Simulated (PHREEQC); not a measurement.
Dissolve 0.15 mol/kgw NaHSO4, 0.0033 mol/kgw Na2CO3 and 0.21 mol/kgw KCl at 25 °C. Closed to the air; pH follows from the charge balance.

Computed with PHREEQC (ion-association model, phreeqc.dat).

No solid was allowed to form.

Order these S species by the share of S that they hold, largest first: NaSO4-, HSO4-, SO4-2, KSO4-.

HSO4- (50 %), SO4-2 (35 %), KSO4- (9.4 %), NaSO4- (5.6 %)

The pH is 1.28 and the ionic strength 0.464 mol/kgw. Complexes and solids missing from the database can't appear.
